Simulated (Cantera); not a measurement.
Charge: 1 mol Ta2O5, 2.1 mol C, 2.9 mol CO, equilibrated at 1627 °C and 210 Torr.

Method: chemical equilibrium by Gibbs-energy minimisation in Cantera with the NASA 1993 tables (ideal gas, pure condensed phases). Candidate condensed phases: C, Ta, TaC, Ta2O5; 15 gas species. Mutual solubility and eutectic melting of coexisting phases are not modelled. TaC: taken at fixed stoichiometry. Condensed phases not in the tables: Ta2C. The numbers say what is thermodynamically allowed, not how fast it happens.

Base state: CO 0.999, CO2 0.00141 (mole fractions); condensed: TaC(s) + Ta2O5(s).

Problem. What changes in the equilibrium state with this change: Ta2O5 replaced by MgO?

Solution. 
```json
[
 {"species": "CO", "before": "0.999", "after": "0.796"},
 {"species": "Mg", "before": "0", "after": "0.204"},
 {"species": "CO2", "before": "0.00141", "after": "7.52e-6"},
 {"species": "TaC(s), mol", "before": "0.602", "after": "0"},
 {"species": "Ta2O5(s), mol", "before": "0.699", "after": "0"},
 {"species": "C(graphite), mol", "before": "0", "after": "1.10"}
]
```
Further candidate phases: Mg, MgCO3, MgO.
